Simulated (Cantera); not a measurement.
## Equilibrium for carbothermic reduction: Fe2O3 + C + CO

A closed system holds: 1 mol Fe2O3, a varied amount of C, 0.1 mol CO, held at 1552 °C and 0.000100 bar.

Cantera equilibrium calculation (NASA polynomials, part measured and part estimated; ideal gas, pure solids and liquids). Candidate condensed phases: C, Fe, Fe(CO)5, FeO, Fe2O3, Fe3O4; 15 gas species. The tables' stoichiometric FeO is somewhat more stable than real wüstite, so its field is too wide. FeO: taken at fixed stoichiometry. Kinetics and transport are ignored.

From 0.64 mol C to 2.2 mol C the condensed part is FeO(l). At 2.8 mol C nothing is condensed. At 3.5 mol C the condensed part is C(graphite). The main Fe-bearing gas is Fe throughout.

| n(C) (mol) | x CO | x CO2 | x Fe | x FeO | n FeO(l) | n C(graphite) |
|---|---|---|---|---|---|---|
| 0.64 | 0.448 | 0.505 | 0.0432 | 0.00240 | 1.96 | 0 |
| 0.82 | 0.611 | 0.280 | 0.106 | 0.00240 | 1.89 | 0 |
| 1 | 0.644 | 0.177 | 0.177 | 0.00240 | 1.76 | 0 |
| 1.3 | 0.617 | 0.112 | 0.268 | 0.00240 | 1.48 | 0 |
| 1.7 | 0.576 | 0.0827 | 0.339 | 0.00240 | 1.07 | 0 |
| 2.2 | 0.542 | 0.0682 | 0.387 | 0.00240 | 0.534 | 0 |
| 2.8 | 0.552 | 0.0394 | 0.407 | 0.00143 | 0 | 0 |
| 3.5 | 0.608 | 2.38e-9 | 0.392 | 7.56e-11 | 0 | 0.500 |
x: gas mole fraction; n: condensed amount in mol.
